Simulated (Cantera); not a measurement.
Charge: 1 mol Si₂H₆, 12 mol H₂, held at 1.20 bar.

Cantera equilibrium calculation (NASA polynomials, part measured and part estimated; ideal gas, pure solids and liquids). Candidate condensed phases: Si; 9 gas species. The feed counts by its element totals alone. Gases not in the tables: Si₂H₆ and higher silanes. Rates play no part.

x: gas mole fraction; n: condensed amount in mol.

| T (K) | x H₂ | x H | x SiH₂ | x SiH | x Si | x SiH₄ | n Si(s) | n Si(l) |
|---|---|---|---|---|---|---|---|---|
| 923 | 1.00 | 2.23e-10 | 8.30e-12 | <1e-12 | <1e-12 | 3.92e-7 | 2.00 | 0 |
| 998 | 1.00 | ? | ? | <1e-12 | <1e-12 | ? | 2.00 | 0 |
| 1073 | 1.000 | 1.28e-8 | 6.77e-10 | <1e-12 | <1e-12 | 5.95e-7 | 2.00 | 0 |
| 1148 | 1.000 | 6.54e-8 | 3.97e-9 | 3.54e-12 | <1e-12 | 7.03e-7 | 2.00 | 0 |
| 1223 | 1.000 | 2.74e-7 | 1.87e-8 | 3.81e-11 | 2.68e-12 | 8.14e-7 | 2.00 | 0 |
| 1298 | 1.000 | ? | ? | ? | ? | ? | 2.00 | 0 |
| 1373 | 1.000 | 3.04e-6 | 2.51e-7 | 2.01e-9 | 3.23e-10 | 1.04e-6 | 2.00 | 0 |
| 1448 | 1.000 | 8.41e-6 | 7.48e-7 | 1.07e-8 | 2.44e-9 | 1.15e-6 | 2.00 | 0 |
| 1523 | 1.000 | 2.11e-5 | 2.01e-6 | 4.81e-8 | 1.50e-8 | 1.27e-6 | 2.00 | 0 |
| 1598 | 1.000 | 4.86e-5 | 4.89e-6 | 1.87e-7 | 7.79e-8 | 1.38e-6 | 2.00 | 0 |
| 1673 | 1.000 | 0.000104 | 1.10e-5 | 6.45e-7 | 3.48e-7 | 1.49e-6 | 2.00 | 0 |
| 1748 | 1.000 | 0.000209 | 2.05e-5 | 1.77e-6 | 1.21e-6 | 1.43e-6 | 0 | 2.00 |
| 1823 | 1.000 | 0.000395 | 3.51e-5 | 4.31e-6 | 3.68e-6 | 1.32e-6 | 0 | 2.00 |

Q: Complete the blanks.

A: 
- 998, x H: 1.96e-9
- 998, x SiH₂: 8.84e-11
- 998, x SiH₄: 4.91e-7
- 1298, x H: 9.78e-7
- 1298, x SiH₂: 7.39e-8
- 1298, x SiH: 3.11e-10
- 1298, x Si: 3.39e-11
- 1298, x SiH₄: 9.26e-7
